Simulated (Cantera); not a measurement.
A closed system holds: 1 mol Zr, a varied amount of N₂O, 6.8 mol H₂, at 2073 K and 1950 Torr.

These are equilibrium values from Cantera (NASA tables, ideal gas, pure condensed phases), not measurements of a reactor. Candidate condensed phases: H₂O, Zr, ZrN, ZrO₂; 28 gas species. Mutual solubility and eutectic melting of coexisting phases are not modelled. ZrN: taken at fixed stoichiometry. Condensed phases not in the tables: solid solutions among these carbides, nitrides and lower oxides. Kinetics and transport are ignored.

**Question.** At 0.77 mol N₂O, list the 4 most abundant gas species with their mole fractions, and the condensed phases.

**Answer.** H₂ 0.935, N₂ 0.0636, H 0.00158, H₂O 0.000192. Condensed: ZrN(s) + ZrO₂(tetragonal).
